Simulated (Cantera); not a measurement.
Ignition delay

Mixture: 5.75 % CH₄, 1.09 % C₂H₆, 19.6 % O₂, 73.6 % N₂, equivalence ratio 0.78, at 24800 Torr, adiabatic and at constant volume. Ignition delay is the time to a rise of 400 K.

Model: GRI-Mech 3.0 (53 species, 325 reactions), integrated in Cantera. The pressure lies above the range GRI-Mech 3.0 was tuned for (to about 10 atm).

| T0 (K) | delay (ms) |
|---|---|
| 1175 | 0.540 |
| 1250 | 0.195 |
| 1325 | 0.0794 |
| 1400 | 0.0363 |
| 1475 | 0.0183 |
| 1550 | 0.00996 |

```
Property                                                Result
--------------------------------------------------  ----------
apparent activation energy between 1400 and 1550 K  160 kJ/mol
```
